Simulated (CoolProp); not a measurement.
Water along the isotherm 726.85 °C: density (kg/m³) from the reference equation and from simpler models built on Tc = 373.9 °C, pc = 22.06 MPa, ω = 0.344; each cubic takes its own stable root.

Model: reference Helmholtz-energy equation of state, Wagner 2002, in CoolProp.

```json
[
 {"p (MPa)": "12.5", "phase": "gas", "reference": "27.99"},
 {"p (MPa)": "25", "phase": "supercritical", "reference": "57.90"},
 {"p (MPa)": "37.5", "phase": "supercritical", "reference": "89.79"},
 {"p (MPa)": "50", "phase": "supercritical", "reference": "123.5"},
 {"p (MPa)": "62.5", "phase": "supercritical", "reference": "158.6"},
 {"p (MPa)": "75", "phase": "supercritical", "reference": "194.4"},
 {"p (MPa)": "87.5", "phase": "supercritical", "reference": "230.3"},
 {"p (MPa)": "100", "phase": "supercritical", "reference": "265.4"}
]
```

Q: How far does each simpler model (Soave-Redlich-Kwong, Peng-Robinson) lie from the reference over these 8 states: mean and median of the absolute difference, and the worst?

A: 
- Soave-Redlich-Kwong: mean 8.1 %, median 7.8 %, worst -16.2 % at 726.85 °C and 100 MPa
- Peng-Robinson: mean 4.7 %, median 4.0 %, worst -11.4 % at 726.85 °C and 100 MPa
